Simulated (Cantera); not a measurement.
**Equilibrium for thermal oxidation and active oxidation of silicon: Si + N2O + H2**

Feed: 1 mol Si, 0.021 mol N2O, 6.2 mol H2.

These are equilibrium values from Cantera (NASA tables, ideal gas, pure condensed phases), not measurements of a reactor. Candidate condensed phases: H2O, Si, SiO2, Si2N2O, Si3N4; 35 gas species. Mutual solubility and eutectic melting of coexisting phases are not modelled. The numbers say what is thermodynamically allowed, not how fast it happens.

Stable condensed phases:

```
T in K \ P in Pa
            0.10    0.60     3.6      22     130     770    4600   28000  170000 1000000
   1873        A       A       A       B       B       B       B       B       C       C
   1773        A       A       B       B       B       B       B       B       C       C
   1673        A       B       B       B       B       B       B       C       C       C
   1573        B       B       B       B       B       B       C       C       C       C
   1473        B       B       B       B       C       C       C       C       C       C
   1373        B       B       B       C       C       C       C       C       C       C
   1273        B       C       C       C       C       C       C       C       C       C
   1173        C       C       C       C       C       C       C       C       C       C
   1073        C       C       C       C       C       C       C       C       C       C
    973        C       C       C       C       C       C       C       C       C       C
```

A: gas only; B: Si; C: Si + Si2N2O.
